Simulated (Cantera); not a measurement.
Feed: 1 mol SiCl₄, 45 mol N₂, 0.98 mol NH₃, at 1330 Pa.

These are equilibrium values from Cantera (NASA tables, ideal gas, pure condensed phases), not measurements of a reactor. Candidate condensed phases: NH₄Cl, Si, Si₃N₄; 28 gas species. Equilibrium is a limit: real reactors are often held back by kinetics, nucleation or transport.

Task: What share of the Si ends up in condensed phases as a function of T (°C), at 427, 527, 627, 727, 827, 927, 1027, 1127, 1227, 1327, 1427, 1527, 1627, 1727?

Result: 
```
T (°C)  Si condensed (%)        as
------  ----------------  --------
427                 48.2  Si₃N₄(s)
527                 52.4  Si₃N₄(s)
627                 55.4  Si₃N₄(s)
727                 57.5  Si₃N₄(s)
827                 58.9  Si₃N₄(s)
927                 59.2  Si₃N₄(s)
1027                55.4  Si₃N₄(s)
1127                39.6  Si₃N₄(s)
1227                11.5  Si₃N₄(s)
1327                 0.0         -
1427                 0.0         -
1527                 0.0         -
1627                 0.0         -
1727                 0.0         -
```
